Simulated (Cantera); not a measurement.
Feed: 1 mol SF6, 0.084 mol H2O, a varied amount of N2, held at 3075 K and 1330 Pa.

Method: chemical equilibrium by Gibbs-energy minimisation in Cantera with the NASA 1993 tables (ideal gas, pure condensed phases). Candidate condensed phases: H2O, H2SO4, S; 62 gas species. Equilibrium is a limit: real reactors are often held back by kinetics, nucleation or transport.

Question: At 6.6 mol N2, list the 5 most abundant gas species with their mole fractions, and the condensed phases.

Answer: N2 0.483, F 0.427, S 0.0699, HF 0.0117, O 0.00423. Condensed: gas only.
